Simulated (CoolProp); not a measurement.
Values from CoolProp's reference Helmholtz-energy equation of state, Lemmon 2006. It is a short technical equation, of lower accuracy than the large ones.

### Question
Give the vapour pressure (kPa), enthalpy of vaporisation (kJ/kg), liquid cp (kJ/(kg K)), vapour Z of saturated neopentane at 138.75 °C.

### Answer
| T (°C) | p (kPa) | enthalpy of vaporisation (kJ/kg) | liquid cp (kJ/(kg K)) | vapour Z |
|---|---|---|---|---|
| 138.75 | 2250 | 148 | 3.79 | 0.576 |
